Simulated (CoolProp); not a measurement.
R245fa along the isotherm 53.45 °C: density (kg/m³) from the reference equation and from simpler models built on Tc = 153.9 °C, pc = 36.51 bar, ω = 0.378; each cubic takes its own stable root.

Values from CoolProp's reference Helmholtz-energy equation of state, Akasaka 2015.

```
p (bar)   phase  reference
-------  ------  ---------
36.5     liquid       1271
73       liquid       1286
110      liquid       1299
146      liquid       1310
183      liquid       1322
219      liquid       1332
256      liquid       1341
292      liquid       1350
329      liquid       1359
365      liquid       1367
```

Problem. How far does each simpler model (Redlich-Kwong, Peng-Robinson) lie from the reference over these 10 states: mean and median of the absolute difference, and the worst?

Solution. 
- Redlich-Kwong: mean 10.6 %, median 10.2 %, worst -14.4 % at 53.45 °C and 36.5 bar
- Peng-Robinson: mean 3.9 %, median 4.1 %, worst +4.6 % at 53.45 °C and 365 bar
